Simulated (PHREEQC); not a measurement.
A column of 0.2 m (30 cells, dispersivity 0.007 m, 3600 s a shift, diffusion coefficient 3e-10 m²/s) holds 0.22 eq of the database's cation exchanger X per kg of pore water, first in equilibrium with 0.093 mol MgSO4 and 1e-05 mol HCl per kg of water. It is flushed with 54 mmol/kgw MnCl2, 91 mmol/kgw MgCl2 and 0.01 mmol/kgw HCl, at 25 °C. Values are for the last cell. The system is closed to CO2. No solid was allowed to form.

Base run: PHREEQC, ion-association model, phreeqc.dat. Each further column changes one thing. The table gives Mn in solution (mol/kgw).

| pore volumes | base | exchange capacity from 0.22 to 0.11 eq/kgw | dispersivity from 0.007 to 0.014 m |
|---|---|---|---|
| 0 | 0 | 0 | 0 |
| 0.6833 | 1.27e-5 | … | 0.000348 |
| 1.35 | 0.0201 | 0.0350 | … |
| 2.017 | 0.0461 | … | 0.0442 |
| 2.683 | 0.0527 | 0.0539 | … |
| 3.35 | 0.0538 | 0.0540 | … |
| 4.017 | 0.0540 | 0.0540 | 0.0538 |

### Question
What belongs in the gaps?

### Answer

- 0.6833, exchange capacity from 0.22 to 0.11 eq/kgw: 0.000274
- 1.35, dispersivity from 0.007 to 0.014 m: 0.0232
- 2.017, exchange capacity from 0.22 to 0.11 eq/kgw: 0.0522
- 2.683, dispersivity from 0.007 to 0.014 m: 0.0513
- 3.35, dispersivity from 0.007 to 0.014 m: 0.0533
